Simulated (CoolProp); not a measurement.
Saturated liquid density (kg/m³) of acetone: the reference equation beside estimates from Tc = 508.1 K, pc = 4.692 MPa, ω = 0.307. Rackett uses Z = 0.29056 − 0.08775 ω.

Model: reference Helmholtz-energy equation of state, Lemmon 2006, in CoolProp. It is a short technical equation, of lower accuracy than the large ones.

| T (K) | reference | Rackett | van der Waals | Redlich-Kwong | Soave-Redlich-Kwong | Peng-Robinson |
|---|---|---|---|---|---|---|
| 311.7 | 769.3 | 676.1 | 394.0 | 579.0 | 602.1 | 679.6 |
| 320.7 | 758.9 | 667.0 | 389.0 | 570.4 | 594.3 | 671.2 |
| 329.7 | 748.4 | 657.7 | 383.9 | 561.5 | 586.2 | 662.4 |
| 338.7 | 737.6 | 648.2 | 378.6 | 552.2 | 577.6 | 653.2 |
| 347.6 | 726.7 | 638.6 | 373.2 | 542.7 | 568.8 | 643.6 |
| 356.6 | 715.4 | 628.7 | 367.6 | 532.8 | 559.5 | 633.4 |
| 365.6 | 703.8 | 618.5 | 361.8 | 522.5 | 549.6 | 622.6 |
| 374.6 | 691.9 | 608.0 | 355.8 | 511.7 | 539.3 | 611.2 |

Absolute difference from the reference over all 8 rows, mean and median: Rackett 12.1 and 12.1 %, van der Waals 48.7 and 48.7 %, Redlich-Kwong 25.3 and 25.2 %, Soave-Redlich-Kwong 21.8 and 21.7 %, Peng-Robinson 11.5 and 11.5 %.
